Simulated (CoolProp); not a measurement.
Vapour-liquid equilibrium of toluene (1) + n-decane (2) at 306.8 K; x and y are mole fractions of (1).

Values from CoolProp's multi-fluid Helmholtz-energy mixture model, Lemmon 2006 and Lemmon 2006; pair parameters Bell 2016.

```json
[
 {"x": "0.05", "bubble pressure, mixture model (bar)": "0.006501", "bubble pressure, Raoult's law (bar)": "0.006021", "y, mixture model": "0.524", "y, Raoult's law": "0.486"},
 {"x": "0.125", "bubble pressure, mixture model (bar)": "0.01160", "bubble pressure, Raoult's law (bar)": "0.01017", "y, mixture model": "0.755", "y, Raoult's law": "0.720"},
 {"x": "0.2", "bubble pressure, mixture model (bar)": "0.01674", "bubble pressure, Raoult's law (bar)": "0.01431", "y, mixture model": "0.845", "y, Raoult's law": "0.818"},
 {"x": "0.275", "bubble pressure, mixture model (bar)": "0.02173", "bubble pressure, Raoult's law (bar)": "0.01846", "y, mixture model": "0.891", "y, Raoult's law": "0.872"},
 {"x": "0.35", "bubble pressure, mixture model (bar)": "0.02642", "bubble pressure, Raoult's law (bar)": "0.02260", "y, mixture model": "0.919", "y, Raoult's law": "0.906"},
 {"x": "0.425", "bubble pressure, mixture model (bar)": "0.03077", "bubble pressure, Raoult's law (bar)": "0.02674", "y, mixture model": "0.938", "y, Raoult's law": "0.930"},
 {"x": "0.5", "bubble pressure, mixture model (bar)": "0.03478", "bubble pressure, Raoult's law (bar)": "0.03089", "y, mixture model": "0.951", "y, Raoult's law": "0.947"},
 {"x": "0.575", "bubble pressure, mixture model (bar)": "0.03850", "bubble pressure, Raoult's law (bar)": "0.03503", "y, mixture model": "0.961", "y, Raoult's law": "0.960"},
 {"x": "0.65", "bubble pressure, mixture model (bar)": "0.04201", "bubble pressure, Raoult's law (bar)": "0.03918", "y, mixture model": "0.969", "y, Raoult's law": "0.971"},
 {"x": "0.725", "bubble pressure, mixture model (bar)": "0.04540", "bubble pressure, Raoult's law (bar)": "0.04332", "y, mixture model": "0.976", "y, Raoult's law": "0.979"},
 {"x": "0.8", "bubble pressure, mixture model (bar)": "0.04878", "bubble pressure, Raoult's law (bar)": "0.04747", "y, mixture model": "0.983", "y, Raoult's law": "0.986"},
 {"x": "0.875", "bubble pressure, mixture model (bar)": "0.05225", "bubble pressure, Raoult's law (bar)": "0.05161", "y, mixture model": "0.989", "y, Raoult's law": "0.992"},
 {"x": "0.95", "bubble pressure, mixture model (bar)": "0.05592", "bubble pressure, Raoult's law (bar)": "0.05576", "y, mixture model": "0.996", "y, Raoult's law": "0.997"}
]
```

The largest gap from Raoult's law is +17.7 % in bubble pressure, at x = 0.275. No azeotrope shows between x = 0.05 and 0.95.

The pair parameters rest on a limited set of measurements; away from them the model extrapolates.
